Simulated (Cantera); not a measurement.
Feed: 1 mol Ca(OH)2, 1.2 mol H2O, equilibrated at 673 K and 150 Pa.

These are equilibrium values from Cantera (NASA tables, ideal gas, pure condensed phases), not measurements of a reactor. Candidate condensed phases: Ca, CaO, Ca(OH)2, H2O; 14 gas species. Kinetics and transport are ignored.

Base state: H2O 1.00 (mole fractions); condensed: CaO(s).

Question: What changes in the equilibrium state with this change: temperature from 673 K to 2123.15 K?

Answer: 
```
species      before     after
-----------  ------  --------
H2O            1.00     0.819
H2            <1e-9    0.0794
O2            <1e-9    0.0341
OH            <1e-9    0.0333
H             <1e-9    0.0261
Ca(OH)2       <1e-9  0.000206
O             <1e-9   0.00777
CaOH          <1e-9  0.000125
Ca            <1e-9   4.65e-5
CaO(s), mol    1.00     0.999
```
